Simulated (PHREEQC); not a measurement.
0.05 mol of Hydroxyapatite (Ca5(PO4)3OH) is brought to equilibrium with 1 kg of water holding 100 mmol/kgw NaCl, at 25 °C, the pH being set by adding NaOH or HCl. Oxygen is held at 0.21 atm. CO2 from the air is kept out. Only these solids could form: Hydroxyapatite, Portlandite.

Base run: PHREEQC, ion-association model, wateq4f.dat. Each further column changes one thing. The table gives Ca+2 (mol/kgw).

| pH | base | temperature from 25 to 30 °C |
|---|---|---|
| 3 | 0.174 | 0.172 |
| 4.35 | 0.103 | 0.0886 |
| 6.15 | 0.00204 | 0.00179 |
| 7.5 | 0.000233 | 0.000206 |
| 8.85 | 4.56e-5 | 4.05e-5 |
| 10.65 | 5.89e-6 | 5.26e-6 |
| 12 | 1.76e-6 | 1.63e-6 |

H3PO4, which wateq4f.dat lacks, is added to it with the constant of phreeqc.dat.
